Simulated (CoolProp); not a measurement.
n-perfluorohexane along the isotherm 225.2 K: density (kg/m³) from the reference equation and from simpler models built on Tc = 448.0 K, pc = 1.742 MPa, ω = 0.497; each cubic takes its own stable root.

The numbers come from the reference Helmholtz-energy equation of state, Gao 2022 in CoolProp.

```csv
p (MPa),phase,reference
0.261,liquid,1880
0.522,liquid,1881
0.784,liquid,1882
1.04,liquid,1882
1.31,liquid,1883
1.57,liquid,1884
1.83,liquid,1884
2.09,liquid,1885
2.35,liquid,1886
2.61,liquid,1886
```

How far does each simpler model (van der Waals, Redlich-Kwong, Peng-Robinson) lie from the reference over these 10 states: mean and median of the absolute difference, and the worst?


- van der Waals: mean 44.4 %, median 44.4 %, worst -44.8 % at 225.2 K and 0.261 MPa
- Redlich-Kwong: mean 18.0 %, median 18.0 %, worst -18.2 % at 225.2 K and 0.261 MPa
- Peng-Robinson: mean 3.9 %, median 3.9 %, worst -3.9 % at 225.2 K and 0.261 MPa
